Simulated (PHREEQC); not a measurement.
Solution (45 °C): 0.21 mol/kgw KH2PO4 and 0.0052 mol/kgw K2HPO4. Closed to the air; pH follows from the charge balance.

Model: ion-association model, wateq4f.dat, run in PHREEQC.

Precipitation was switched off in this run.

Task: Predict the pH.

Result: pH 5.10.

Task: In which forms is P present?

Result: H2PO4- 97 %, HPO4-2 2.3 % of the P.

Species that the database lacks are ignored. H3PO4, which wateq4f.dat lacks, is added to it with the constant of phreeqc.dat. At this temperature some constants are extrapolated from 25 °C, and those without enthalpy data are left unchanged.
